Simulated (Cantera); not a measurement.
What does this Cantera script print?

```python
import numpy as np
import cantera as ct

gas_names = [...]  # 113 gases of nasa_gas.yaml made of C, H, O, Ti
cond_names = """
    C(gr) C6H6(L) C7H8(L) C8H18(L),n-octa H2O(s) H2O(L) Ti(a) Ti(b) Ti(L) TiC(s) TiC(L) TiO(a) TiO(b)
    TiO(L) TiO2(ru) TiO2(L) Ti2O3(a) Ti2O3(b) Ti2O3(L) Ti3O5(a) Ti3O5(b) Ti3O5(L) Ti4O7(s) Ti4O7(L)
""".split()


# ... load() reads the species with a 1 bar reference pressure and builds the phases ...
atoms = {
    'Ti': {'Ti': 1},
    'O2': {'O': 2},
    'H2': {'H': 2},
    'CO2': {'C': 1, 'O': 2},
}
top_T = {'C(gr)': 4500}  # K; cautious upper limits of use, not melting points


# ... equilibrate(T, P, feed) seeds the gas with the atoms and calls Mixture.equilibrate('TP', solver="vcs", rtol=1e-11, max_steps=5000) ...
results = []
feed = {'Ti': 1, 'O2': 0.0024, 'H2': 2.3, 'CO2': 0.024}  # mol
P = 1000  # Pa
for T in [1023, 1123, 1223, 1323, 1423, 1523, 1623, 1723, 1823, 1923]:
    mix = equilibrate(T, P, feed)
    results.append((T, P, feed, dict(zip(mix.species_names, mix.species_moles))))

top = {s: max(r[3][s] / sum(r[3][g] for g in gas_names) for r in results) for s in gas_names}
cols = sorted((s for s in top if top[s] > 1e-05), key=lambda s: -top[s])[:9]
seen = [c for c in cond_names if any(r[3].get(c, 0) > 1e-12 for r in results)]
print("log10 of partial pressures in bar; condensed amounts in mol")
print(f"{'T/K':>10s}" + "".join(f"{s[:9]:>10s}" for s in cols + seen))
for T, P, feed, n in results:
    ng = sum(n[g] for g in gas_names)
    print(f"{T:10.4g}" + "".join(f"{np.log10(max(n[s] / ng * P / 1e5, 1e-99)):10.3f}" for s in cols)
          + "".join(f"{n.get(c, 0):10.4g}" for c in seen))
```

Result:

```
log10 of partial pressures in bar; condensed amounts in mol
       T/K        H2         H        Ti        CO       TiO     Ti(a)     Ti(b)    TiC(s)    TiO(a)    TiO(b)
      1023    -2.000    -9.383   -16.495   -21.161   -20.446    0.9232         0     0.024    0.0528         0
      1123    -2.000    -8.371   -14.367   -18.391   -17.787    0.9232         0     0.024    0.0528         0
      1223    -2.000    -7.522   -12.603   -16.057   -15.572         0    0.9232     0.024    0.0528         0
      1323    -2.000    -6.800   -11.113   -14.082   -13.707         0    0.9232     0.024         0    0.0528
      1423    -2.000    -6.178    -9.835   -12.396   -12.117         0    0.9232     0.024         0    0.0528
      1523    -2.000    -5.636    -8.726   -10.937   -10.743         0    0.9232     0.024         0    0.0528
      1623    -2.000    -5.161    -7.757    -9.663    -9.545         0    0.9232     0.024         0    0.0528
      1723    -2.001    -4.739    -6.902    -8.540    -8.492         0    0.9232     0.024         0    0.0528
      1823    -2.002    -4.364    -6.143    -7.544    -7.560         0     0.923   0.02399         0   0.05279
      1923    -2.004    -4.028    -5.466    -6.654    -6.730         0    0.9225   0.02395         0    0.0527
```

Cantera equilibrium calculation (NASA polynomials, part measured and part estimated; ideal gas, pure solids and liquids). Mutual solubility and eutectic melting of coexisting phases are not modelled. TiC, TiO: taken at fixed stoichiometry. Condensed phases not in the tables: solid solutions among these carbides, nitrides and lower oxides, N, O or C dissolved in the metal.
